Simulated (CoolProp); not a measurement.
Vapour-liquid equilibrium of acetone (1) + cyclohexane (2) at 107.85 °C; x and y are mole fractions of (1).

Model: multi-fluid Helmholtz-energy mixture model, Lemmon 2006 and Zhou 2014; pair parameters Bell 2016, in CoolProp.

Q: Give the bubble pressure and the first vapour's composition at x = 0.125, 0.575, 0.65. Is there an azeotrope?

A: x = 0.125: 0.3388 MPa, y = 0.410; x = 0.575: 0.4600 MPa, y = 0.679; x = 0.65: 0.4670 MPa, y = 0.713. y crosses x between x = 0.725 and 0.8: the model has an azeotrope there.

Pair parameters are fitted to limited data, so mixtures are less certain than the pure fluids.
